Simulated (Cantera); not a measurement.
# Equilibrium for silicon nitride deposition: SiH₄ + NH₃ + N₂

Feed: 1 mol SiH₄, 0.14 mol NH₃, 71 mol N₂, equilibrated at 1402 °C.

Cantera equilibrium calculation (NASA polynomials, part measured and part estimated; ideal gas, pure solids and liquids). Candidate condensed phases: Si, Si₃N₄; 18 gas species. The tables' values for SiN are old estimates; treat these amounts as uncertain. Kinetics and transport are ignored.

From 5.00 Pa to 45.0 Pa the condensed part is Si(s). From 1.40 mbar to 1.00 bar the condensed part is Si₃N₄(s).

```
P (Pa)   x N₂    x H₂      x Si       x H    x Si₂N    x SiN     x Si₂  n Si(s)  n Si₃N₄(s)
------  -----  ------  --------  --------  --------  -------  --------  -------  ----------
5       0.960  0.0285   0.00868   0.00277   7.14e-5  3.96e-5   3.38e-5    0.336           0
15      0.966  0.0292   0.00289   0.00162   4.14e-5  2.29e-5   1.13e-5    0.776           0
45      0.968  0.0296  0.000964  0.000942   2.39e-5  1.33e-5   3.76e-6    0.924           0
140     0.969  0.0301  0.000257  0.000539   9.36e-6  6.25e-6   8.33e-7        0       0.326
410     0.969  0.0303   4.29e-5  0.000315   1.30e-6  1.78e-6   6.78e-8        0       0.332
1200    0.969  0.0303   7.17e-6  0.000185   1.82e-7  5.09e-7   5.54e-9        0       0.333
3700    0.970  0.0304   1.10e-6  0.000105   2.31e-8  1.37e-7  4.00e-10        0       0.333
11000   0.970  0.0304   1.79e-7   6.10e-5   3.14e-9  3.84e-8  3.15e-11        0       0.333
33000   0.970  0.0304   2.86e-8   3.53e-5  4.18e-10  1.07e-8  2.42e-12        0       0.333
100000  0.970  0.0304   4.51e-9   2.03e-5  5.48e-11  2.93e-9    <1e-12        0       0.333
```
x: gas mole fraction; n: condensed amount in mol.
